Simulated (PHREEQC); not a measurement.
Consider water at 25 °C with 0.075 mol MgCl2, 0.24 mol Na2SO4 and 2.6e-06 mol H4SiO4 per kg of water. Closed to the air; pH follows from the charge balance.

Equilibrium calculation in PHREEQC: Pitzer model, pitzer.dat.

This is a speciation only: nothing precipitates in the calculation.

**Question.** Predict the pH, density.

**Answer.** pH 7.02; density 1.032 g/cm³.

Species that the database lacks are ignored.
